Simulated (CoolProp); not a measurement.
A single-stage vapour-compression cycle with R142b: evaporating at 302.15 K (dew point), condensing at 331.15 K (bubble point), superheat 10 K, subcooling 0 K, compressor efficiency 0.65, no pressure losses. Each further row changes one setting.

Computed with CoolProp (reference Helmholtz-energy equation of state, Lemmon 2006). It is a short technical equation, of lower accuracy than the large ones.

```
case                              cooling COP  pressure ratio  discharge temperature (K)  refrigerating effect (kJ/kg)  volumetric capacity (kJ/m³)
--------------------------------  -----------  --------------  -------------------------  ----------------------------  ---------------------------
as stated                                5.89            2.19                      350.6                           169                         2740
evaporating temperature 307.15 K         7.38            1.89                      348.7                           172                         3220
condensing temperature 326.15 K          7.30            1.93                      344.4                           176                         2850
subcooling 5 K                           6.14            2.19                      350.6                           176                         2850
superheat 20 K                           5.95            2.19                      360.9                           178                         2770
compressor efficiency 0.55               4.98            2.19                      355.6                           169                         2740
```
